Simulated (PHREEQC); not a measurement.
Consider water at 83 °C with 6.2 mol NaOH, 0.37 mol KCl and 8.91e-05 mol H4SiO4 per kg of water. Closed to the air; pH follows from the charge balance.

Computed with PHREEQC (Pitzer model, pitzer.dat).

Precipitation was switched off in this run.

Question: What pH does the model give?

Answer: pH 13.70.

In brines, pH and single-ion activities rest on the MacInnes convention. At this temperature some constants are extrapolated from 25 °C, and those without enthalpy data are left unchanged.
